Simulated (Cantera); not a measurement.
Input (Python, Cantera) and output of one run.

```python
import numpy as np
import cantera as ct

gas_names = """
    Cr CrN CrO CrO2 CrO3 H HNO HNO2 HNO3 HO2 H2 H2O H2O2 N NH NH2 NH3 NH2OH NO NO2 NO3 N2 N2H2 N2H4 N2O
    O OH O2 O3
""".split()
cond_names = """
    Cr(cr) Cr(L) CrN(s) Cr2N(s) Cr2O3(s) Cr2O3(L) H2O(s) H2O(L)
""".split()


# ... load() reads the species with a 1 bar reference pressure and builds the phases ...
atoms = {
    'Cr': {'Cr': 1},
    'N2O': {'N': 2, 'O': 1},
    'H2': {'H': 2},
}
top_T = {'CrN(s)': 1900, 'Cr2N(s)': 1900}  # K; cautious upper limits of use, not melting points


# ... equilibrate(T, P, feed) seeds the gas with the atoms and calls Mixture.equilibrate('TP', solver="vcs", rtol=1e-11, max_steps=5000) ...
results = []
feed = {'Cr': 1, 'N2O': 0.44, 'H2': 7.2}  # mol
P = 0.3  # Pa
for T in [1075, 1275, 1475, 1675, 1875, 2075, 2275, 2475]:
    mix = equilibrate(T, P, feed)
    results.append((T, P, feed, dict(zip(mix.species_names, mix.species_moles))))

top = {s: max(r[3][s] / sum(r[3][g] for g in gas_names) for r in results) for s in gas_names}
cols = sorted((s for s in top if top[s] > 0.001), key=lambda s: -top[s])[:7]
seen = [c for c in cond_names if any(r[3].get(c, 0) > 1e-12 for r in results)]
print("log10 of partial pressures in bar; condensed amounts in mol")
print(f"{'T/K':>10s}" + "".join(f"{s[:9]:>10s}" for s in cols + seen))
for T, P, feed, n in results:
    ng = sum(n[g] for g in gas_names)
    print(f"{T:10.4g}" + "".join(f"{np.log10(max(n[s] / ng * P / 1e5, 1e-99)):10.3f}" for s in cols)
          + "".join(f"{n.get(c, 0):10.4g}" for c in seen))
```

Output:

```
log10 of partial pressures in bar; condensed amounts in mol
       T/K        H2         H        Cr        N2       H2O         O        OH    Cr(cr)  Cr2O3(s)
      1075    -5.549   -10.608   -11.604    -6.763   -10.172   -22.660   -17.653    0.7068    0.1466
      1275    -5.549    -8.907    -8.629    -6.763    -9.218   -17.879   -14.510    0.7017    0.1462
      1475    -5.591    -7.683    -6.593    -6.803    -8.493   -14.315   -12.166         0    0.1436
      1675    -5.645    -6.758    -6.514    -6.825    -6.996   -10.629    -9.424         0   0.04149
      1875    -5.791    -6.079    -6.543    -6.882    -6.948    -8.753    -8.344         0         0
      2075    -6.242    -5.696    -6.667    -7.004    -7.445    -7.439    -7.841         0         0
      2275    -7.043    -5.593    -6.724    -7.078    -9.047    -7.117    -8.404         0         0
      2475    -7.862    -5.579    -6.733    -7.089   -10.785    -7.095    -9.198         0         0
```

Cantera equilibrium calculation (NASA polynomials, part measured and part estimated; ideal gas, pure solids and liquids). Mutual solubility and eutectic melting of coexisting phases are not modelled.
